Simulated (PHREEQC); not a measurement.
Make-up at 25 °C: 0.0063 mol/kgw NH3, 0.0065 mol/kgw CO2 and 0.012 mol/kgw K2CO3. Closed to the air; pH follows from the charge balance.

Model: ion-association model, phreeqc.dat, run in PHREEQC.

The pH comes out as 9.88. The ionic strength comes out as 0.0321 mol/kgw, the specific conductance is 2910 µS/cm and the total alkalinity is 30.3 meq/kg.

```json
[
 {"species": "K+", "molality": "0.0240", "activity": "0.0202", "log γ": "-0.075"},
 {"species": "HCO3-", "molality": "0.0117", "activity": "0.00999", "log γ": "-0.069"},
 {"species": "CO3-2", "molality": "0.00678", "activity": "0.00358", "log γ": "-0.278"},
 {"species": "NH3", "molality": "0.00493", "activity": "0.00497", "log γ": "0.003"},
 {"species": "NH4+", "molality": "0.00137", "activity": "0.00114", "log γ": "-0.080"},
 {"species": "OH-", "molality": "9.20e-5", "activity": "7.73e-5", "log γ": "-0.076"},
 {"species": "CO2", "molality": "2.92e-6", "activity": "2.94e-6", "log γ": "0.003"}
]
```

This is a speciation only: nothing precipitates in the calculation. Complexes and solids missing from the database can't appear.
